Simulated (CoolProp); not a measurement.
Vapour-liquid equilibrium of R143a (1) + dimethyl ether (2) at 5.23 kPa; x and y are mole fractions of (1).

The numbers come from the multi-fluid Helmholtz-energy mixture model, Lemmon and Jacobsen 2000 and Wu 2011; pair parameters Bell 2016 in CoolProp.

Question: Give the bubble temperature and the first vapour's composition at x = 0.575, 0.725, 0.875. Is there an azeotrope?

Answer: x = 0.575: 182.7 K, y = 0.848; x = 0.725: 181.0 K, y = 0.910; x = 0.875: 179.6 K, y = 0.962. No azeotrope shows between x = 0.05 and 0.95.

The pair parameters rest on a limited set of measurements; away from them the model extrapolates.
